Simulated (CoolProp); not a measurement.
The fluid at 419.57 K and 7.59 MPa (supercritical) is heated at constant pressure to 466.4 K. The same conditions are run with several fluids, on thermodynamics alone (safety and materials aside).

Model: reference Helmholtz-energy equation of state of each fluid (R115: Lemmon 2016; cyclopropane: Polt 1992; R125: Lemmon 2005), in CoolProp. The equations of Platzer and Polt are older, rougher fits.

| fluid | heat (kJ/kg) | final density (kg/m³) |
|---|---|---|
| R115 | 57.0 | (withheld) |
| cyclopropane | (withheld) | 122 |
| R125 | (withheld) | 291 |

What belongs in the gaps?


- R115, final density (kg/m³): 414
- cyclopropane, heat (kJ/kg): 211
- R125, heat (kJ/kg): 60.4
